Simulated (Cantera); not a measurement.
Cantera run:

```python
import numpy as np
import cantera as ct

gas_names = """
    NO NO2
""".split()
cond_names = """
    V2O5(s) V2O5(L) VN(s)
""".split()


# ... load() reads the species with a 1 bar reference pressure and builds the phases ...
species = {s.name: s for s in load("nasa_gas.yaml", gas_names) + load("nasa_condensed.yaml", cond_names)}
# Each term lists the table entries of one substance; the one whose range holds T is used.
reactions = {
    '9 NO(g) + V2O5 = 2 VN + 7 NO2(g)':
        [(-9, ['NO']), (-1, ['V2O5(s)', 'V2O5(L)']), (2, ['VN(s)']), (7, ['NO2'])],
}


def pick(names, T):
    return next(species[n] for n in names if species[n].thermo.min_temp <= T <= species[n].thermo.max_temp)


results = []
for label, terms in reactions.items():
    print(label)
    print("     T/K   dH/kJ  dS/(J/K)   dG/kJ   log10 K")
    for T in [300, 450, 550, 650, 750, 850, 950, 1050, 1150, 1250]:
        used = [(nu, pick(names, T)) for nu, names in terms]
        dH = sum(nu * s.thermo.h(T) for nu, s in used) / 1e6
        dS = sum(nu * s.thermo.s(T) for nu, s in used) / 1e3
        dG = dH - T * dS / 1e3
        logK = -dG * 1e6 / (ct.gas_constant * T * np.log(10))
        results.append((label, T, dH, dS, dG, logK, [s.name for _, s in used]))
        print(f"{T:8g} {dH:8.1f} {dS:8.1f} {dG:8.1f} {logK:8.2f}")
```

Result:

```
9 NO(g) + V2O5 = 2 VN + 7 NO2(g)
     T/K   dH/kJ  dS/(J/K)   dG/kJ   log10 K
     300    534.1   -271.9    615.7  -107.20
     450    526.1   -294.0    658.4   -76.42
     550    522.2   -301.8    688.2   -65.36
     650    519.4   -306.6    718.6   -57.75
     750    517.2   -309.6    749.4   -52.19
     850    515.5   -311.7    780.5   -47.96
     950    449.5   -381.8    812.2   -44.66
    1050    447.7   -383.7    850.5   -42.31
    1150    446.2   -385.0    888.9   -40.38
    1250    445.1   -385.9    927.5   -38.76
```

Cantera with NASA thermochemical tables; ideal gases at 1 bar, condensed phases pure. VN: taken at fixed stoichiometry. Condensed species are held in their standard states even where they would react or evaporate.
